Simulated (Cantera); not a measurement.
A Cantera script and its output.

```python
import numpy as np
import cantera as ct

gas = ct.Solution("gri30.yaml")
gas.TPX = 775, 100000, {'CH4': 1, 'O2': 2, 'N2': 7.52}
inlet = ct.Reservoir(gas, clone=True)
gas.equilibrate("HP")  # start burning
reactor = ct.IdealGasConstPressureReactor(gas, energy="on", clone=False)
exhaust = ct.Reservoir(gas, clone=True)
tau = [0.037, 0.021, 0.012, 0.0069, 0.0039, 0.0022, 0.0013, 0.00073, 0.00042, 0.00024, 0.00014, 7.8e-05][0]
for a, b in ((inlet, reactor), (reactor, exhaust)):
    ct.MassFlowController(a, b, mdot=lambda t: reactor.mass / tau)
net = ct.ReactorNet([reactor])
show = ['CH4', 'O2', 'HCO', 'HO2', 'CO', 'HCN', 'CH2O']

rows = []
print(f"{'tau/s':>10s}{'T/K':>9s}" + "".join(f"{s:>11s}" for s in show))
for tau in [0.037, 0.021, 0.012, 0.0069, 0.0039, 0.0022, 0.0013, 0.00073, 0.00042, 0.00024, 0.00014, 7.8e-05]:
    net.initial_time = 0.0
    net.advance(30 * tau)
    before = gas.X
    net.advance(40 * tau)
    drift = np.max(np.abs(gas.X - before) / (gas.X + 1e-9))
    rows.append([gas.T, *gas[show].X, drift])
    print(f"{tau:10.3e}{gas.T:9.1f}" + "".join(f"{x:11.3e}" for x in gas[show].X))
```

Result:

```
     tau/s      T/K        CH4         O2        HCO        HO2         CO        HCN       CH2O
 3.700e-02   2435.2  3.257e-06  1.104e-02  6.726e-08  1.802e-06  2.089e-02  4.675e-07  6.012e-07
 2.100e-02   2428.0  5.451e-06  1.163e-02  1.140e-07  1.880e-06  2.142e-02  6.333e-07  1.004e-06
 1.200e-02   2416.1  8.888e-06  1.243e-02  1.944e-07  1.986e-06  2.225e-02  7.910e-07  1.627e-06
 6.900e-03   2397.9  1.411e-05  1.345e-02  3.308e-07  2.132e-06  2.345e-02  9.185e-07  2.549e-06
 3.900e-03   2371.1  2.225e-05  1.479e-02  5.720e-07  2.352e-06  2.510e-02  1.010e-06  3.928e-06
 2.200e-03   2335.9  3.471e-05  1.638e-02  9.873e-07  2.685e-06  2.712e-02  1.071e-06  5.928e-06
 1.300e-03   2297.4  5.222e-05  1.803e-02  1.624e-06  3.135e-06  2.917e-02  1.123e-06  8.585e-06
 7.300e-04   2250.1  8.278e-05  1.997e-02  2.791e-06  3.839e-06  3.151e-02  1.207e-06  1.297e-05
 4.200e-04   2202.3  1.316e-04  2.195e-02  4.684e-06  4.772e-06  3.378e-02  1.348e-06  1.962e-05
 2.400e-04   2153.2  2.169e-04  2.415e-02  7.928e-06  6.069e-06  3.620e-02  1.598e-06  3.070e-05
 1.400e-04   2106.4  3.649e-04  2.666e-02  1.326e-05  7.873e-06  3.889e-02  2.013e-06  4.905e-05
 7.800e-05   2055.1  6.839e-04  3.039e-02  2.354e-05  1.121e-05  4.279e-02  2.839e-06  8.651e-05
```

Computed with Cantera and GRI-Mech 3.0 (53 species, 325 reactions).
